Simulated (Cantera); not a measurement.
Cantera run, input and output.

```python
import numpy as np
import cantera as ct

gas = ct.Solution("gri30.yaml")
gas.TPX = 1350, 330000, {'CH4': 1, 'O2': 2.67, 'N2': 22.7}
reactor = ct.IdealGasReactor(gas, energy="on", clone=False)
net = ct.ReactorNet([reactor])
net.rtol, net.atol = 1e-08, 1e-16
show = ['CH4', 'O2', 'CO2', 'HCO', 'H2O2']
times = np.geomspace(2e-06, 1, 11)

steps = ct.SolutionArray(gas, extra=["t"])
rows = []
print(f"{'t/s':>10s}{'T/K':>9s}{'P/Pa':>11s}" + "".join(f"{s:>11s}" for s in show))
for t in times:
    while net.time < t:
        t_next = net.step()
        steps.append(gas.state, t=t_next)
    rows.append([np.interp(t, steps.t, y) for y in (steps.T, steps.P, *steps(*show).X.T)])
    print(f"{t:10.3e}{rows[-1][0]:9.1f}{rows[-1][1]:11.4g}" + "".join(f"{x:11.3e}" for x in rows[-1][2:]))
rate = np.gradient(steps.T, steps.t)
print("integrator steps:", len(steps.t))
if steps.T.max() > steps.T[0] + 200:
    print(f"time of steepest temperature rise: {steps.t[rate.argmax()]:.4e} s")
gas.TPX = 1350, 330000, {'CH4': 1, 'O2': 2.67, 'N2': 22.7}
gas.equilibrate("UV")
print(f"equilibrium (UV): T = {gas.T:.1f} K  " + "  ".join(f"{s} {gas[s].X[0]:.3e}" for s in show))
```

Output:

```
       t/s      T/K       P/Pa        CH4         O2        CO2        HCO       H2O2
 2.000e-06   1350.0    3.3e+05  3.792e-02  1.013e-01  6.184e-16  1.928e-16  3.991e-11
 7.429e-06   1350.0    3.3e+05  3.792e-02  1.013e-01  1.719e-14  2.959e-15  4.665e-10
 2.759e-05   1350.0    3.3e+05  3.792e-02  1.013e-01  6.597e-13  4.658e-14  3.834e-09
 1.025e-04   1350.0    3.3e+05  3.792e-02  1.013e-01  4.951e-11  9.810e-13  1.715e-08
 3.807e-04   1350.0    3.3e+05  3.790e-02  1.012e-01  7.367e-09  4.389e-11  3.276e-08
 1.414e-03   1351.6  3.304e+05  3.763e-02  1.011e-01  3.191e-07  1.061e-09  9.892e-08
 5.253e-03   2349.1  5.754e+05  4.999e-19  2.533e-02  3.634e-02  1.873e-10  1.405e-07
 1.951e-02   2342.1  5.736e+05  4.871e-19  2.400e-02  3.636e-02  1.793e-10  1.343e-07
 7.248e-02   2335.3  5.719e+05  4.740e-19  2.274e-02  3.638e-02  1.721e-10  1.285e-07
 2.692e-01   2334.7  5.718e+05  4.729e-19  2.263e-02  3.638e-02  1.715e-10  1.280e-07
 1.000e+00   2334.7  5.718e+05  4.729e-19  2.263e-02  3.638e-02  1.715e-10  1.280e-07
integrator steps: 2233
time of steepest temperature rise: 4.4013e-03 s
equilibrium (UV): T = 2334.7 K  CH4 6.839e-19  O2 2.263e-02  CO2 3.638e-02  HCO 1.715e-10  H2O2 1.280e-07
```

Cantera simulation using GRI-Mech 3.0 (53 species, 325 reactions); the numbers are that mechanism's predictions, not measurements.
